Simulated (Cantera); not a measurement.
Charge: 1 mol CH₃SiCl₃, 0.0046 mol C₃H₈, 2.4 mol H₂, equilibrated at 9900 Pa.

These are equilibrium values from Cantera (NASA tables, ideal gas, pure condensed phases), not measurements of a reactor. Candidate condensed phases: C, C₆H₆, C₇H₈, C₈H₁₈, Si, SiC; 109 gas species. The feed counts by its element totals alone. The tables' values for SiCl₃, SiCl are old estimates; treat these amounts as uncertain. Gases not in the tables: Si₂H₆ and higher silanes. Equilibrium is a limit: real reactors are often held back by kinetics, nucleation or transport.

log p: log10 of the partial pressure in bar; n: condensed amount in mol.

| T (°C) | log p H₂ | log p HCl | log p SiCl₄ | log p SiCl₂ | log p H | log p Cl | n C(graphite) | n SiC(s) |
|---|---|---|---|---|---|---|---|---|
| 727 | -1.14 | -1.87 | -1.93 | -5.77 | -9.21 | -9.97 | 0.580 | ? |
| 827 | -1.17 | -1.66 | -2.03 | -4.91 | -8.17 | -8.71 | 0.492 | ? |
| 927 | -1.21 | -1.51 | -2.18 | -4.22 | -7.31 | -7.67 | 0.380 | ? |
| 1027 | -1.26 | -1.41 | -2.39 | -3.68 | -6.58 | -6.82 | 0.273 | ? |
| 1127 | -1.29 | -1.35 | -2.66 | -3.27 | -5.96 | -6.11 | 0.196 | 0.817 |
| 1227 | -1.31 | -1.32 | -3.01 | -2.97 | -5.41 | -5.52 | 0.162 | 0.852 |
| 1327 | -1.32 | -1.32 | -3.40 | -2.75 | -4.92 | -5.02 | 0.163 | 0.851 |
| 1427 | -1.32 | -1.32 | -3.81 | -2.59 | -4.49 | -4.60 | 0.186 | 0.827 |
| 1527 | -1.32 | -1.33 | -4.20 | -2.47 | -4.10 | -4.23 | 0.221 | 0.792 |
| 1627 | -1.31 | -1.34 | -4.58 | -2.38 | -3.76 | -3.91 | 0.260 | 0.751 |
| 1727 | -1.31 | -1.36 | -4.93 | -2.30 | -3.44 | -3.62 | 0.301 | 0.709 |
| 1827 | -1.30 | -1.38 | -5.26 | -2.23 | -3.16 | -3.37 | 0.340 | 0.665 |
| 1927 | -1.30 | -1.40 | -5.57 | -2.18 | -2.90 | -3.14 | 0.378 | 0.621 |
| 2027 | -1.30 | -1.42 | -5.87 | -2.14 | -2.66 | -2.93 | 0.414 | ? |

**Question.** Some entries are withheld; supply them.

**Answer.** 
- 727, n SiC(s): 0.409
- 827, n SiC(s): 0.514
- 927, n SiC(s): 0.631
- 1027, n SiC(s): 0.739
- 2027, n SiC(s): 0.573
